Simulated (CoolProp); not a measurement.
Nitrous oxide along the isobar 0.733 MPa: density (kg/m³) from the reference equation and from simpler models built on Tc = 309.5 K, pc = 7.245 MPa, ω = 0.161; each cubic takes its own stable root.

The numbers come from the reference Helmholtz-energy equation of state, Lemmon 2006 in CoolProp. It is a short technical equation, of lower accuracy than the large ones.

| T (K) | phase | reference |
|---|---|---|
| 271.7 | gas | 15.11 |
| 276.1 | gas | 14.83 |
| 280.4 | gas | 14.56 |
| 284.7 | gas | 14.30 |
| 289 | gas | 14.06 |
| 293.3 | gas | 13.82 |
| 297.6 | gas | 13.59 |
| 302 | gas | 13.37 |
| 306.3 | gas | 13.16 |
| 310.6 | gas | 12.95 |
| 314.9 | gas | 12.75 |
| 319.2 | gas | 12.56 |
| 323.5 | gas | 12.38 |
| 327.9 | gas | 12.19 |
| 332.2 | gas | 12.02 |
| 336.5 | gas | 11.85 |

Q: How far does each simpler model (ideal gas, van der Waals, Redlich-Kwong, Soave-Redlich-Kwong, Peng-Robinson) lie from the reference over these 16 states: mean and median of the absolute difference, and the worst?

A: 
- ideal gas: mean 3.9 %, median 3.8 %, worst -5.5 % at 271.7 K and 0.733 MPa
- van der Waals: mean 0.6 %, median 0.6 %, worst -1.3 % at 271.7 K and 0.733 MPa
- Redlich-Kwong: mean 0.1 %, median 0.1 %, worst -0.3 % at 271.7 K and 0.733 MPa
- Soave-Redlich-Kwong: mean 0.1 %, median 0.1 %, worst -0.1 % at 271.7 K and 0.733 MPa
- Peng-Robinson: mean 0.3 %, median 0.3 %, worst +0.4 % at 297.6 K and 0.733 MPa
